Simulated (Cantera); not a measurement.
Feed: 1 mol Ta2O5, 5.1 mol H2, 1.8 mol H2O, at 7.50 Torr.

Method: chemical equilibrium by Gibbs-energy minimisation in Cantera with the NASA 1993 tables (ideal gas, pure condensed phases). Candidate condensed phases: H2O, Ta, Ta2O5; 12 gas species. The numbers say what is thermodynamically allowed, not how fast it happens.

**Question.** Which condensed phases are stable at each of these points (T (°C)): 1052, 1127, 1202, 1277, 1352, 1427, 1502, 1577, 1652, 1727, 1802, 1877?

**Answer.** 
| T (°C) | condensed phases | Ta condensed (%) |
|---|---|---|
| 1052 | Ta2O5(s) | 100.0 |
| 1127 | Ta2O5(s) | 100.0 |
| 1202 | Ta2O5(s) | 100.0 |
| 1277 | Ta2O5(s) | 100.0 |
| 1352 | Ta2O5(s) | 100.0 |
| 1427 | Ta2O5(s) | 100.0 |
| 1502 | Ta2O5(s) | 100.0 |
| 1577 | Ta2O5(s) | 100.0 |
| 1652 | Ta2O5(s) | 100.0 |
| 1727 | Ta2O5(s) | 100.0 |
| 1802 | Ta2O5(l) | 100.0 |
| 1877 | Ta2O5(l) | 100.0 |

From 1052 °C to 1727 °C the condensed part is Ta2O5(s). From 1802 °C to 1877 °C the condensed part is Ta2O5(l).
